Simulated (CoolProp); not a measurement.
Properties of carbon monoxide along the isotherm 150.6 K.

Model: reference Helmholtz-energy equation of state, Lemmon 2006, in CoolProp. It is a short technical equation, of lower accuracy than the large ones.

```csv
p (MPa),phase,cv (kJ/(kg K)),speed of sound (m/s),expansivity (1/kK)
0.0277,gas,0.7428,249.9,6.677
0.0568,gas,0.7433,249.7,6.716
0.117,gas,0.7446,249.2,6.798
0.239,gas,0.7470,248.3,6.969
0.492,gas,0.7523,[?],7.348
1.01,gas,0.7638,242.3,8.242
2.07,gas,0.7909,234.3,10.77
4.26,supercritical,[?],221.6,23.12
8.75,supercritical,0.9215,[?],22.08
```

Question: Some entries are withheld; supply them.

Answer: 
- 0.492, speed of sound (m/s): 246.3
- 4.26, cv (kJ/(kg K)): 0.8755
- 8.75, speed of sound (m/s): 335.2
